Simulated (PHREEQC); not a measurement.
## Acid rinse or clean: speciation

A solution holds 0.059 mol HCl, 4.2e-05 mol FeCl3 and 0.0014 mol KCl per kg of water, at 25 °C. Closed to the air; pH follows from the charge balance.

Equilibrium calculation in PHREEQC: ion-association model, phreeqc.dat.

```
Item                          Result
--------------------  --------------
pH                              1.30
ionic strength        0.0606 mol/kgw
specific conductance     21800 µS/cm
density                  0.998 g/cm³
total alkalinity        -59.1 meq/kg
```

| species | molality | activity | log γ |
|---|---|---|---|
| Cl- | 0.0605 | 0.0485 | -0.096 |
| H+ | 0.0590 | 0.0499 | -0.073 |
| K+ | 0.00140 | 0.00112 | -0.097 |
| Fe+3 | 2.22e-5 | 4.92e-6 | -0.654 |
| FeCl+2 | 1.64e-5 | 7.21e-6 | -0.358 |
| FeCl2+ | 1.92e-6 | 1.56e-6 | -0.089 |
| FeOH+2 | 1.45e-6 | 6.35e-7 | -0.358 |
| FeCl3 | 7.47e-9 | 7.58e-9 | 0.006 |
| Fe(OH)2+ | 5.14e-9 | 4.21e-9 | -0.087 |

This is a speciation only: nothing precipitates in the calculation. Examples of supersaturated solids here: Hematite (slow to form). Others may be too. Complexes and solids missing from the database can't appear.
